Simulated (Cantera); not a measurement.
Cantera run:

```python
import numpy as np
import cantera as ct

gas_names = [...]  # 103 gases of nasa_gas.yaml made of C, Cl, H
cond_names = """
    C(gr) C6H6(L) C7H8(L) C8H18(L),n-octa
""".split()


# ... load() reads the species with a 1 bar reference pressure and builds the phases ...
atoms = {
    'CH3Cl': {'C': 1, 'H': 3, 'CL': 1},
    'HCl': {'H': 1, 'CL': 1},
    'H2': {'H': 2},
}
top_T = {'C(gr)': 4500}  # K; cautious upper limits of use, not melting points


# ... equilibrate(T, P, feed) seeds the gas with the atoms and calls Mixture.equilibrate('TP', solver="vcs", rtol=1e-11, max_steps=5000) ...
results = []
feed = {'CH3Cl': 1, 'HCl': 0.01, 'H2': 2.8}  # mol
P = 58000  # Pa
for T in [3000, 3250, 3500, 3750, 4000, 4250, 4500, 4750, 5000]:
    mix = equilibrate(T, P, feed)
    results.append((T, P, feed, dict(zip(mix.species_names, mix.species_moles))))
    x = sorted(zip(gas.X, gas.species_names), reverse=True)
    print(f"T = {T:g} K  P = {P:g} Pa  gas = {mix.phase_moles(0):.4g} mol")
    print("   x: " + "  ".join(f"{s} {v:.3e}" for v, s in x if v > 1e-05))
    print("   condensed (mol): " + ("  ".join(f"{mix.phase(i).name} {mix.phase_moles(i):.4g}"
          for i in range(1, mix.n_phases) if mix.phase_moles(i) > 1e-12) or "none"))
```

Result:

```
T = 3000 K  P = 58000 Pa  gas = 5.326 mol
   x: H2 6.073e-01  H 1.616e-01  HCL 1.604e-01  C2H2,acetylene 3.778e-02  CL 2.906e-02  C2H 1.727e-03  C4H2 9.805e-04  C3 5.379e-04  C2HCL 2.240e-04  C2H2,vinylidene 1.191e-04  C 8.739e-05  CH3 7.032e-05  C2 5.464e-05  CH2 4.350e-05  C6H2 2.700e-05  CH 2.329e-05  CH4 1.668e-05  C3H3,propargyl 1.032e-05
   condensed (mol): C(gr) 0.5428
T = 3250 K  P = 58000 Pa  gas = 5.873 mol
   x: H2 4.645e-01  H 2.873e-01  HCL 1.212e-01  C2H2,acetylene 5.636e-02  CL 5.033e-02  C2H 8.320e-03  C3 6.245e-03  C4H2 2.855e-03  C 7.837e-04  C2 6.665e-04  C2HCL 4.270e-04  C2H2,vinylidene 3.017e-04  C5 2.299e-04  C6H2 1.544e-04  CH 1.250e-04  CH2 1.051e-04  CH3 7.032e-05  C4 4.094e-05  C3H3,propargyl 1.889e-05  C2H3,vinyl 1.078e-05  CCL 1.064e-05
   condensed (mol): C(gr) 0.02668
T = 3500 K  P = 58000 Pa  gas = 6.744 mol
   x: H 4.487e-01  H2 3.349e-01  HCL 7.912e-02  CL 7.033e-02  C2H2,acetylene 3.098e-02  C3 1.426e-02  C2H 1.307e-02  C 3.362e-03  C2 2.433e-03  C4H2 1.194e-03  C5 4.112e-04  CH 3.290e-04  C2HCL 2.645e-04  C2H2,vinylidene 2.598e-04  CH2 1.327e-04  C4 1.089e-04  C6H2 4.951e-05  CH3 3.979e-05  CCL 2.513e-05
   condensed (mol): none
T = 3750 K  P = 58000 Pa  gas = 7.811 mol
   x: H 6.021e-01  H2 2.092e-01  CL 8.445e-02  HCL 4.469e-02  C3 1.814e-02  C2H 1.287e-02  C2H2,acetylene 1.121e-02  C 1.015e-02  C2 5.452e-03  CH 5.931e-04  C5 3.105e-04  C4H2 2.491e-04  C2H2,vinylidene 1.381e-04  C4 1.360e-04  CH2 1.149e-04  C2HCL 1.045e-04  CCL 4.056e-05  CH3 1.569e-05
   condensed (mol): none
T = 4000 K  P = 58000 Pa  gas = 8.802 mol
   x: H 7.094e-01  H2 1.149e-01  CL 9.183e-02  C 2.361e-02  HCL 2.283e-02  C3 1.547e-02  C2H 9.034e-03  C2 8.633e-03  C2H2,acetylene 2.993e-03  CH 8.001e-04  C5 1.314e-04  C4 1.013e-04  CH2 7.417e-05  C2H2,vinylidene 5.144e-05  CCL 5.042e-05  C4H2 3.217e-05  C2HCL 3.058e-05
   condensed (mol): none
T = 4250 K  P = 58000 Pa  gas = 9.551 mol
   x: H 7.653e-01  CL 9.444e-02  H2 5.892e-02  C 4.404e-02  HCL 1.124e-02  C2 1.016e-02  C3 9.334e-03  C2H 4.842e-03  CH 8.615e-04  C2H2,acetylene 6.394e-04  CCL 5.161e-05  C4 4.828e-05  CH2 3.880e-05  C5 3.359e-05  C2H2,vinylidene 1.468e-05
   condensed (mol): none
T = 4500 K  P = 58000 Pa  gas = 10.05 mol
   x: H 7.882e-01  CL 9.485e-02  C 6.584e-02  H2 3.014e-02  C2 8.654e-03  HCL 5.638e-03  C3 3.771e-03  C2H 1.972e-03  CH 7.604e-04  C2H2,acetylene 1.110e-04  CCL 4.425e-05  CH2 1.731e-05  C4 1.360e-05
   condensed (mol): none
T = 4750 K  P = 58000 Pa  gas = 10.32 mol
   x: H 7.975e-01  CL 9.480e-02  C 8.077e-02  H2 1.606e-02  C2 5.491e-03  HCL 2.981e-03  C3 1.052e-03  C2H 6.373e-04  CH 5.737e-04  CCL 3.283e-05  C2H2,acetylene 1.650e-05  Electron 1.038e-05  C+ 1.013e-05
   condensed (mol): none
T = 5000 K  P = 58000 Pa  gas = 10.46 mol
   x: H 8.026e-01  CL 9.483e-02  C 8.801e-02  H2 9.031e-03  C2 2.995e-03  HCL 1.672e-03  CH 4.017e-04  C3 2.484e-04  C2H 1.885e-04  Electron 2.329e-05  CCL 2.273e-05  C+ 2.205e-05
   condensed (mol): none
```

Method: chemical equilibrium by Gibbs-energy minimisation in Cantera with the NASA 1993 tables (ideal gas, pure condensed phases). The tables' values for CCl are old estimates; treat these amounts as uncertain.
